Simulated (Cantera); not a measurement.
A perfectly stirred reactor is fed with H2 : O2 = 0.09 : 1 (molar parts), at 0.0263 atm; it is held at 950 K, and followed from long to short residence time.

Detailed kinetics in Cantera: the H2/O2 subset of GRI-Mech 3.0, which has no nitrogen chemistry. Radical loss at walls, strong at low pressure, is not modelled. The temperature is held fixed by assumption; the heat of reaction is taken as removed at once.

x: mole fraction; the columns are a selection and need not sum to one.

```tsv
τ (s)	x H2	x O2	x OH	x H	x H2O2	x HO2	x H2O
19	0.000151	0.914	7.44e-5	2.36e-6	1.43e-7	2.22e-6	0.0859
5.4	(withheld)	0.914	(withheld)	(withheld)	(withheld)	(withheld)	0.0857
1.5	0.000683	0.913	0.000191	2.98e-5	2.76e-7	6.42e-6	0.0853
0.41	0.00141	0.913	0.000325	0.000108	3.75e-7	9.98e-6	0.0844
0.11	0.00288	0.912	0.000573	0.000392	5.00e-7	1.43e-5	0.0825
0.031	(withheld)	0.910	(withheld)	(withheld)	(withheld)	(withheld)	0.0788
0.0085	0.0112	0.907	0.00168	0.00415	7.31e-7	2.10e-5	0.0710
```

Q: Complete the blanks.

A: 
- 5.4, x H2: 0.000324
- 5.4, x OH: 0.000117
- 5.4, x H: 8.31e-6
- 5.4, x H2O2: 2.00e-7
- 5.4, x HO2: 3.88e-6
- 0.031, x H2: 0.00564
- 0.031, x OH: 0.000993
- 0.031, x H: 0.00132
- 0.031, x H2O2: 6.29e-7
- 0.031, x HO2: 1.83e-5
